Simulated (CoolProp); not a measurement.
Aqueous propylene glycol as a coolant, 34 % by mass, freezing at -15.6 °C, 1 atm.

Model: Melinder's fits for secondary coolants, in CoolProp.

```
T (°C)  cp (kJ/(kg K))  density (kg/m³)  conductivity (W/(m K))  Prandtl number
------  --------------  ---------------  ----------------------  --------------
-12.5            3.705             1040                   0.403             169
-3.3             3.732             1037                   0.410            95.7
6                3.760             1034                   0.416            58.0
15.2             3.787             1030                   0.423            37.8
24.4             3.813             1025                   0.430            26.1
33.7             3.840             1020                   0.436            18.9
```
